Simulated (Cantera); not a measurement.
Source: NASA polynomial tables (part measured, part estimated), evaluated in Cantera. Values are per mole of reaction as written; species without (g) are pure solids or liquids, kept so even where they would boil at 1 bar.

Task: Between 300 and 1500 K, where is each reaction favourable under standard conditions?
- MgCl2(g) ⇌ Mg(g) + Cl2(g)

Result: 
- MgCl2(g) ⇌ Mg(g) + Cl2(g): ΔG° is 511 kJ at 300 K and 401 kJ at 1500 K; it stays positive (K < 1). ΔH° is 535 kJ and ΔS° 89 J/K at 1500 K.
